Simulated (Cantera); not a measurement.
A closed system holds: 1 mol Si, 7.2 mol F2, 3.6 mol N2, equilibrated at 610 Pa.

These are equilibrium values from Cantera (NASA tables, ideal gas, pure condensed phases), not measurements of a reactor. Candidate condensed phases: Si, Si3N4; 16 gas species. Equilibrium is a limit: real reactors are often held back by kinetics, nucleation or transport.

### Question
At 525 °C, list the 5 most abundant gas species with their mole fractions, and the condensed phases.

### Answer
F2 0.454, N2 0.351, SiF4 0.101, F 0.0696, NF3 0.0236. Condensed: gas only.
